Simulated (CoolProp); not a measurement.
A simple Rankine cycle with water: condensing at 319.15 K, boiler at 4.79 MPa, turbine inlet 539.5 K, turbine efficiency 0.7, pump efficiency 0.6, no recuperator. Each further row changes one setting.

Model: reference Helmholtz-energy equation of state, Wagner 2002, in CoolProp.

```tsv
case	thermal efficiency (%)	net work (kJ/kg)	heat in (kJ/kg)	turbine exit temperature (K)	volume ratio over the turbine
as stated	24.0	627	2620	319.1	286
turbine inlet 559.5 K	24.1	648	2690	319.1	272
condensing temperature 311.15 K	24.8	658	2650	311.2	423
boiler pressure 3.35 MPa	23.0	619	2690	319.1	192
turbine efficiency 0.6	20.5	536	2620	319.1	299
```

The expansion ends wet for: as stated; turbine inlet 559.5 K; condensing temperature 311.15 K; boiler pressure 3.35 MPa; turbine efficiency 0.6.
